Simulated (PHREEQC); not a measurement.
## Phosphoric acid bath

A solution holds 27 mmol/kgw KH2PO4 and 0.57 mmol/kgw HF, at 5 °C. Closed to the air; pH follows from the charge balance.

All values are PHREEQC results (ion-association model, phreeqc.dat), not measurements.

No solid was allowed to form.

Q: Predict the pH, specific conductance, ionic strength.

A: pH 3.85; specific conductance 1540 µS/cm; ionic strength 0.0272 mol/kgw.

Q: In which forms is F present?

A: F- 89 %, HF 11 % of the F.

Complexes and solids missing from the database can't appear. Constants without temperature data keep their 25 °C values here.
